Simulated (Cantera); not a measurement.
Charge: 1 mol Zr, 0.23 mol H2O, held at 1925 °C and 100000 Pa.

These are equilibrium values from Cantera (NASA tables, ideal gas, pure condensed phases), not measurements of a reactor. Mutual solubility and eutectic melting of coexisting phases are not modelled. Condensed phases not in the tables: N, O or C dissolved in the metal. Equilibrium is a limit: real reactors are often held back by kinetics, nucleation or transport.

```csv
species,before,after
H2,0.994,0.972
H,0.00556,0.0274
ZrO,1.40e-6,9.38e-5
H2O,5.18e-6,4.17e-5
"Zr(l), mol",0.885,0.885
"ZrO2(tetragonal), mol",0.115,0.115
```
Gas species are given as mole fractions.

Q: What was changed between the two runs?
(A) temperature from 1925 °C to 1375 °C
(B) temperature from 1925 °C to 2250 °C
(C) temperature from 1925 °C to 1802 °C
(D) temperature from 1925 °C to 1052 °C

A: B, temperature from 1925 °C to 2250 °C
